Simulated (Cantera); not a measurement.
A closed system holds: 1 mol SiO₂, 92 mol H₂, 82 mol N₂, held at 13000 Pa.

Equilibrium computed with Cantera from the NASA thermochemical tables; the gas is ideal and each condensed phase is pure. Candidate condensed phases: H₂O, Si, SiO₂, Si₂N₂O, Si₃N₄; 35 gas species. N₂ is the only nitrogen source here; it is nearly inert below about 1500 K, so the nitride shown seldom forms there in practice. Mutual solubility and eutectic melting of coexisting phases are not modelled. The tables hold silica as quartz up to 1696 K and as liquid above; real silica turns to tridymite and cristobalite and melts near 1996 K. Kinetics and transport are ignored.

Problem. At 1298 K, list the 3 most abundant gas species with their mole fractions, and the condensed phases.

Solution. H₂ 0.529, N₂ 0.471, H₂O 9.74e-5. Condensed: SiO₂(β-quartz) + Si₂N₂O(s).
